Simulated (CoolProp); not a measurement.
A single-stage vapour-compression cycle with the fluid: evaporating at 248.15 K (dew point), condensing at 278.15 K (bubble point), superheat 8 K, subcooling 0 K, compressor efficiency 0.65, no pressure losses. The same conditions are run with several fluids, on thermodynamics alone (safety and materials aside).

Model: reference Helmholtz-energy equation of state of each fluid (propane: Lemmon 2009; n-butane: Bücker 2006; C3F8 (R218): Lemmon 2006; R11: Jacobsen 1992; R142b: Lemmon 2006; R115: Lemmon 2016), in CoolProp.

| fluid | cooling COP | pressure ratio | discharge temperature (K) | refrigerating effect (kJ/kg) | volumetric capacity (kJ/m³) |
|---|---|---|---|---|---|
| propane | 4.73 | 2.71 | 306.8 | 346 | 1540 |
| n-butane | ___ | 3.46 | 302.7 | 351 | ___ |
| C3F8 (R218) | 4.37 | 2.90 | 284.3 | 75.4 | 1190 |
| R11 | 4.91 | 4.10 | 320.6 | 177 | 139 |
| R142b | 4.84 | 3.42 | ___ | 201 | 493 |
| R115 | 4.56 | ___ | 291.6 | 95.3 | 1350 |

Problem. Complete the blanks.

Solution. 
- n-butane, cooling COP: 4.86
- n-butane, volumetric capacity (kJ/m³): 350
- R142b, discharge temperature (K): 310.1
- R115, pressure ratio: 2.80
